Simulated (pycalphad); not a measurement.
Source of the numbers: pycalphad with the COST 507 light-alloy database (1999); pressure 1 atm. These are 1990s assessments: newer ones move some temperatures and phases. Phase fractions are per mole of atoms.

Problem. Give the equilibrium state of Al-5.16Fe-11.85Si (at.%) at 825 K.

Solution. fcc, fraction 0.596, with <0.01 Fe, 1.2 Si at.%; ALFESI_BETA, fraction 0.344, with 15.0 Fe, 15.0 Si at.%; diamond (Si), fraction 0.060, with no Fe, >99.99 Si at.%.

Problem. Give the equilibrium state of Al-5.16Fe-11.85Si (at.%) at 875 K.

Solution. 
```
T = 875.00 K, P = 101325 Pa, N = 1 mol of atoms
G = -39402 J/mol, H = 19050 J/mol, S = 66.80 J/(mol K)  (SER reference)
chemical potentials (J/mol): Al -34660, Fe -142976, Si -27513
phase             fraction      x(Al)      x(Fe)      x(Si)
LIQUID              0.6770     0.8919     0.0047     0.1035
ALFESI_BETA         0.3230     0.7000     0.1500     0.1500
```

Database names, with the compositions (at.%) that they take in these runs: ALFESI_BETA: Al 70 Fe 15 Si 15. An entry "none" or "no" means that the model of the phase leaves that element out.
